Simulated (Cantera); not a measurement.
An adiabatic, constant-volume homogeneous reactor starts with 15.4 % CH3OH, 17.7 % O2, 66.9 % N2, equivalence ratio 1.3, at 1525 K and 7500 Torr.

Model: GRI-Mech 3.0 (53 species, 325 reactions), integrated in Cantera. GRI-Mech 3.0 was tuned for natural gas; its chemistry of methanol as a main component is partial and can be far from experiment. Above 3000 K some thermodynamic fits are extrapolated.

Question: Predict: time of steepest temperature rise; temperature at 1.00 s; equilibrium temperature; x(O2) at 1.00 s; x(HCO) at 1.00 s; x(HCN) at 1.00 s; x(CH2O) at 1.00 s; x(HO2) at 1.00 s.

Answer: 
```json
{
 "time_of_steepest_temperature_rise": "20.6 µs",
 "temperature at 1.00 s": "3121 K",
 "equilibrium_temperature": "3121 K",
 "x(O2) at 1.00 s": "0.00532 (gas-phase equilibrium 0.00532)",
 "x(HCO) at 1.00 s": "1.17e-6 (gas-phase equilibrium 1.17e-6)",
 "x(HCN) at 1.00 s": "1.08e-7 (gas-phase equilibrium 1.08e-7)",
 "x(CH2O) at 1.00 s": "3.01e-8 (gas-phase equilibrium 3.01e-8)",
 "x(HO2) at 1.00 s": "1.07e-5 (gas-phase equilibrium 1.07e-5)"
}
```
